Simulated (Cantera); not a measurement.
A Cantera script and its output.

```python
import numpy as np
import cantera as ct

gas = ct.Solution("gri30.yaml")
gas.TPX = 625, 101325, {'CH4': 1, 'H2': 0.48, 'O2': 1.68, 'N2': 6.31}
inlet = ct.Reservoir(gas, clone=True)
gas.equilibrate("HP")  # start burning
reactor = ct.IdealGasConstPressureReactor(gas, energy="on", clone=False)
exhaust = ct.Reservoir(gas, clone=True)
tau = [0.11, 0.043, 0.017, 0.0068, 0.0027, 0.0011, 0.00043, 0.00017, 6.7e-05, 2.7e-05][0]
for a, b in ((inlet, reactor), (reactor, exhaust)):
    ct.MassFlowController(a, b, mdot=lambda t: reactor.mass / tau)
net = ct.ReactorNet([reactor])
show = ['CH4', 'H2', 'O2', 'H', 'N2O', 'C2H6']

rows = []
print(f"{'tau/s':>10s}{'T/K':>9s}" + "".join(f"{s:>11s}" for s in show))
for tau in [0.11, 0.043, 0.017, 0.0068, 0.0027, 0.0011, 0.00043, 0.00017, 6.7e-05, 2.7e-05]:
    net.initial_time = 0.0
    net.advance(30 * tau)
    before = gas.X
    net.advance(40 * tau)
    drift = np.max(np.abs(gas.X - before) / (gas.X + 1e-9))
    rows.append([gas.T, *gas[show].X, drift])
    print(f"{tau:10.3e}{gas.T:9.1f}" + "".join(f"{x:11.3e}" for x in gas[show].X))
```

Result:

```
     tau/s      T/K        CH4         H2         O2          H        N2O       C2H6
 1.100e-01   2281.4  9.158e-06  5.310e-02  1.242e-04  2.842e-03  1.585e-08  2.560e-11
 4.300e-02   2273.3  1.550e-05  5.311e-02  2.044e-04  3.518e-03  1.962e-08  8.573e-11
 1.700e-02   2260.5  2.436e-05  5.312e-02  3.566e-04  4.571e-03  2.463e-08  2.390e-10
 6.800e-03   2242.2  3.836e-05  5.317e-02  6.293e-04  6.047e-03  3.014e-08  6.173e-10
 2.700e-03   2217.3  6.455e-05  5.330e-02  1.105e-03  7.968e-03  3.512e-08  1.679e-09
 1.100e-03   2186.8  1.169e-04  5.353e-02  1.873e-03  1.012e-02  3.859e-08  5.054e-09
 4.300e-04   2149.1  2.425e-04  5.392e-02  3.247e-03  1.229e-02  4.074e-08  1.995e-08
 1.700e-04   2104.5  5.724e-04  5.456e-02  5.916e-03  1.356e-02  4.110e-08  1.080e-07
 6.700e-05   2028.7  1.792e-03  5.654e-02  1.330e-02  1.223e-02  3.479e-08  1.231e-06
 2.700e-05    625.0  1.056e-01  5.069e-02  1.774e-01  7.082e-19  2.291e-22  1.278e-17
```

Computed with Cantera and GRI-Mech 3.0 (53 species, 325 reactions).
